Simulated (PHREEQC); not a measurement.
A made-up water analysis in mg/L, 45 °C, pH 7.16, pe -0.7:

```json
[
 {"constituent": "Na", "mg/L": "5050"},
 {"constituent": "K", "mg/L": "140"},
 {"constituent": "Ca", "mg/L": "1.82"},
 {"constituent": "Mg", "mg/L": "321"},
 {"constituent": "Cl", "mg/L": "8300"},
 {"constituent": "S(6) as SO4", "mg/L": "679"},
 {"constituent": "Alkalinity as HCO3", "mg/L": "498"},
 {"constituent": "Br", "mg/L": "2.19"},
 {"constituent": "B", "mg/L": "8.73"},
 {"constituent": "Li", "mg/L": "1.68"}
]
```

Valence states are taken as typed.

Equilibrium calculation in PHREEQC: ion-association model, phreeqc.dat.

```json
{
 "ionic_strength": "0.268 mol/kgw",
 "activity_of_water": "0.992",
 "specific_conductance": "35500 µS/cm",
 "density": "1.001 g/cm³",
 "charge_balance_error": "-1.3 %"
}
```

```csv
species,molality,activity,log γ
Cl-,0.238,0.163,-0.164
Na+,0.221,0.161,-0.139
Mg+2,0.0116,0.00359,-0.510
HCO3-,0.00732,0.00528,-0.142
SO4-2,0.00436,0.00109,-0.600
K+,0.00360,0.00245,-0.167
MgSO4,0.00140,0.00149,0.027
NaSO4-,0.00137,0.000991,-0.142
H3BO3,0.000806,0.000857,0.027
CO2,0.000674,0.000717,0.027
```

This is a speciation only: nothing precipitates in the calculation. Away from 25 °C the constants follow the database's enthalpies or fits; those with neither stay at their 25 °C values.
